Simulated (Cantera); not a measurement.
**ZrN + H2 (sublimation and decomposition of ceramics)**

Feed: 1 mol ZrN, 1.9 mol H2, at 30.0 Pa.

Cantera equilibrium calculation (NASA polynomials, part measured and part estimated; ideal gas, pure solids and liquids). Candidate condensed phases: Zr, ZrN; 11 gas species. Mutual solubility and eutectic melting of coexisting phases are not modelled. ZrN: taken at fixed stoichiometry. Condensed phases not in the tables: N, O or C dissolved in the metal. Kinetics and transport are ignored.

```
T (K)   x H2    x H      x Zr      x N2      x N      x NH  n ZrN(s)   n Zr(l)
-----  -----  -----  --------  --------  -------  --------  --------  --------
2198   0.726  0.274  0.000164   8.21e-5  6.36e-9  2.80e-10     1.000         0
2223   0.692  0.308  0.000243  0.000121  1.04e-8  4.14e-10     0.999         0
2248   0.656  0.344  0.000356  0.000178  1.68e-8  6.05e-10     0.999         0
2273   0.618  0.381  0.000519  0.000259  2.69e-8  8.75e-10     0.999         0
2298   0.578  0.421  0.000748  0.000374  4.27e-8   1.25e-9     0.998         0
2323   0.537  0.461   0.00107  0.000535  6.69e-8   1.76e-9     0.997         0
2348   0.496  0.502   0.00152  0.000760  1.04e-7   2.45e-9     0.996         0
2373   0.454  0.543   0.00211   0.00111  1.63e-7   3.44e-9     0.994  0.000298
2398   0.412  0.584   0.00286   0.00165  2.56e-7   4.83e-9     0.991   0.00121
2423   0.371  0.623   0.00385   0.00244  3.99e-7   6.69e-9     0.986   0.00286
2448   0.331  0.661   0.00516   0.00357  6.17e-7   9.17e-9     0.979   0.00571
2473   0.292  0.696   0.00686   0.00519  9.44e-7   1.24e-8     0.969    0.0104
```
x: gas mole fraction; n: condensed amount in mol.

From 2198 K to 2348 K the condensed part is ZrN(s). From 2373 K to 2473 K the condensed part is Zr(l) + ZrN(s). The main Zr-bearing gas is Zr throughout. The share of Zr in condensed phases is highest at 2198 K (100.0 %) and lowest at 2473 K (98.0 %).
